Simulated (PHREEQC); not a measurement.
Make-up at 25 °C: 0.004 mol CuSO4, 0.02 mol HCl and 0.027 mol H3BO3 per kg of water. Closed to the air; pH follows from the charge balance.

The numbers come from PHREEQC with the ion-association model, wateq4f.dat.

Precipitation was switched off in this run.

Order these Cu species by the share of Cu that they hold, largest first: CuSO4, Cu+2, CuCl+.

Cu+2 (88 %), CuSO4 (9.4 %), CuCl+ (2.5 %)

The pH is 1.80 and the ionic strength 0.0307 mol/kgw.
